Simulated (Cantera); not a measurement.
## Equilibrium for oxide etching and cleaning by halides: B2O3 + NF3

Feed: 1 mol B2O3, 0.86 mol NF3, at 0.00133 bar.

Cantera equilibrium calculation (NASA polynomials, part measured and part estimated; ideal gas, pure solids and liquids). Candidate condensed phases: B, BN, B2O3; 31 gas species. Equilibrium is a limit: real reactors are often held back by kinetics, nucleation or transport.

| T (°C) | x BOF | x BF3 | x O2 | x N2 | x B3O3F3 | n B2O3(l) |
|---|---|---|---|---|---|---|
| 952 | 0.166 | 0.300 | 0.296 | 0.198 | 0.0399 | 0.363 |
| 977 | 0.229 | 0.265 | 0.282 | 0.188 | 0.0357 | 0.314 |
| 1002 | 0.305 | 0.222 | 0.265 | 0.177 | 0.0304 | 0.249 |
| 1027 | 0.393 | 0.173 | 0.246 | 0.164 | 0.0240 | 0.163 |
| 1052 | 0.484 | 0.122 | 0.226 | 0.150 | 0.0173 | 0.0593 |
| 1077 | 0.537 | 0.0965 | 0.214 | 0.142 | 0.00946 | 0 |
| 1102 | 0.547 | 0.0954 | 0.211 | 0.141 | 0.00414 | 0 |
| 1127 | 0.552 | 0.0949 | 0.210 | 0.140 | 0.00181 | 0 |
| 1152 | 0.554 | 0.0946 | 0.210 | 0.140 | 0.000807 | 0 |
x: gas mole fraction; n: condensed amount in mol.

From 952 °C to 1052 °C the condensed part is B2O3(l). From 1077 °C to 1152 °C nothing is condensed. The main B-bearing gas is BF3 at 952 °C and BOF at 1152 °C.
